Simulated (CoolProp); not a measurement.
Vapour pressure (MPa) of c-C4F8 (RC318): the reference equation beside estimates from Tc = 388.4 K, pc = 2.778 MPa, ω = 0.355. Clausius-Clapeyron is anchored at 276.6 K with a constant enthalpy of vaporisation of 22.64 kJ/mol.

Computed with CoolProp (reference Helmholtz-energy equation of state, Platzer 1990). This equation is an older, rougher fit; its heat capacities, sound speeds and derivatives of the liquid may be far off and weren't checked against measurements.

| T (K) | reference | Lee-Kesler | Clausius-Clapeyron | van der Waals | Redlich-Kwong | Soave-Redlich-Kwong |
|---|---|---|---|---|---|---|
| 259.9 | 0.07422 | 0.07412 | 0.07826 | 0.4408 | 0.1642 | 0.07415 |
| 265.4 | 0.09409 | 0.09404 | 0.09724 | 0.4919 | 0.1976 | 0.09401 |
| 271 | 0.1184 | 0.1184 | 0.1202 | 0.5478 | 0.2365 | 0.1183 |
| 276.6 | 0.1473 | 0.1474 | 0.1473 | 0.6078 | 0.2805 | 0.1473 |
| 282.1 | 0.1808 | 0.1810 | 0.1785 | 0.6706 | 0.3293 | 0.1809 |
| 287.7 | 0.2206 | 0.2209 | 0.2154 | 0.7387 | 0.3849 | 0.2209 |
| 293.2 | 0.2660 | 0.2664 | 0.2573 | 0.8099 | 0.4456 | 0.2665 |
| 298.8 | 0.3191 | 0.3195 | 0.3062 | 0.8867 | 0.5140 | 0.3201 |
| 304.4 | 0.3798 | 0.3803 | 0.3621 | 0.9679 | 0.5895 | 0.3815 |
| 309.9 | 0.4476 | 0.4481 | 0.4244 | 1.052 | 0.6707 | 0.4502 |
| 315.5 | 0.5256 | 0.5260 | 0.4960 | 1.143 | 0.7611 | 0.5293 |

Absolute difference from the reference over all 11 rows, mean and median: Lee-Kesler 0.1 and 0.1 %, Clausius-Clapeyron 3.3 and 3.3 %, van der Waals 262.5 and 234.9 %, Redlich-Kwong 77.9 and 74.5 %, Soave-Redlich-Kwong 0.2 and 0.1 %.
